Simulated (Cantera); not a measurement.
A closed system holds: 1 mol FeS, 8 mol O2, at 600 °C and 140000 Pa.

Method: chemical equilibrium by Gibbs-energy minimisation in Cantera with the NASA 1993 tables (ideal gas, pure condensed phases). Candidate condensed phases: Fe, FeO, FeS, FeSO4, FeS2, Fe2O3, Fe2(SO4)3, Fe3O4, S; 12 gas species. The numbers say what is thermodynamically allowed, not how fast it happens.

Base state: O2 0.990, SO3 0.00890, SO2 0.000755 (mole fractions); condensed: Fe2O3(s) + Fe2(SO4)3(s).

Q: What changes in the equilibrium state with this change: FeS replaced by CaO?

A: 
```
species              before  after
-----------------  --------  -----
O2                    0.990   1.00
SO3                 0.00890      0
SO2                0.000755      0
Fe2O3(s), mol         0.185      0
Fe2(SO4)3(s), mol     0.315      0
CaO(s), mol               0   1.00
```
Further candidate phases: Ca, CaO.

Q: What changes in the equilibrium state with this change: FeS replaced by MgCO3?

A: 
```csv
species,before,after
O2,0.990,0.889
CO2,0,0.111
SO3,0.00890,0
SO2,0.000755,0
"Fe2O3(s), mol",0.185,0
"Fe2(SO4)3(s), mol",0.315,0
"MgO(s), mol",0,1.00
```
Further candidate phases: C, Mg, MgCO3, MgO.

Q: What changes in the equilibrium state with this change: temperature from 600 °C to 402 °C?

A: 
| species | before | after |
|---|---|---|
| O2 | 0.990 | 1.000 |
| SO3 | 0.00890 | 4.54e-6 |
| SO2 | 0.000755 | 7.15e-9 |
| Fe2O3(s), mol | 0.185 | 0.167 |
| Fe2(SO4)3(s), mol | 0.315 | 0.333 |
